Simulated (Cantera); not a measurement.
A perfectly stirred reactor is fed with CH₄ : O₂ : N₂ = 1 : 1.33 : 5.01 (molar parts), equivalence ratio 1.5, at 12.8 atm; it is adiabatic with a 725 K inlet, and is followed from long to short residence time, starting on the burning branch (τ in s: 0.03, 0.014, 0.0065, 0.003, 0.0014, 0.00064, 0.0003, 0.00014, 6.4e-05).

Computed with Cantera and GRI-Mech 3.0 (53 species, 325 reactions). The pressure lies above the range GRI-Mech 3.0 was tuned for (to about 10 atm).

Problem. What does this change do: pressure from 12.8 atm to 1.09 atm?

Solution. 
```csv
quantity,before,after
"blow-out, bracketed by the residence times tried","burning at 64.0 µs, the shortest tried","burning at 0.140 ms, out at 64.0 µs"
x(CH₄) at τ = 30.0 ms,0.000277,0.000101
x(O₂) at τ = 30.0 ms,4.19e-5,0.000126
x(CH₂) at τ = 30.0 ms,2.88e-7,1.99e-6
x(CH₂O) at τ = 30.0 ms,1.28e-6,2.59e-6
x(C₂H) at τ = 30.0 ms,4.34e-9,7.09e-9
x(CH₄) at τ = 1.40 ms,0.00250,0.000702
x(O₂) at τ = 1.40 ms,0.000754,0.00147
x(CH₂) at τ = 1.40 ms,4.06e-6,2.31e-5
x(CH₂O) at τ = 1.40 ms,1.67e-5,2.87e-5
x(C₂H) at τ = 1.40 ms,3.28e-7,3.88e-7
```
